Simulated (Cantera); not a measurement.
A closed system holds: 1 mol B2O3, a varied amount of H2, 0.26 mol N2, at 0.100 bar.

Cantera equilibrium calculation (NASA polynomials, part measured and part estimated; ideal gas, pure solids and liquids). Candidate condensed phases: B, BN, B2O3, B3O3H3, H2O; 39 gas species. N2 is the only nitrogen source here; it is nearly inert below about 1500 K, so the nitride shown seldom forms there in practice. Mutual solubility and eutectic melting of coexisting phases are not modelled. The numbers say what is thermodynamically allowed, not how fast it happens.

Q: What condenses at these points (T in K, n(H2) in mol): (1748, 46); (2048, 5.2); (1048, 66); (1648, 7.4); (2048, 32); (1248, 140)?

A: 
```json
[
 {"T (K)": "1748", "n(H2) in mol": "46", "condensed phases": "gas only", "B condensed (%)": "0.0"},
 {"T (K)": "2048", "n(H2) in mol": "5.2", "condensed phases": "gas only", "B condensed (%)": "0.0"},
 {"T (K)": "1048", "n(H2) in mol": "66", "condensed phases": "BN + B2O3", "B condensed (%)": "100.0"},
 {"T (K)": "1648", "n(H2) in mol": "7.4", "condensed phases": "B2O3", "B condensed (%)": "90.3"},
 {"T (K)": "2048", "n(H2) in mol": "32", "condensed phases": "gas only", "B condensed (%)": "0.0"},
 {"T (K)": "1248", "n(H2) in mol": "140", "condensed phases": "BN + B2O3", "B condensed (%)": "99.1"}
]
```
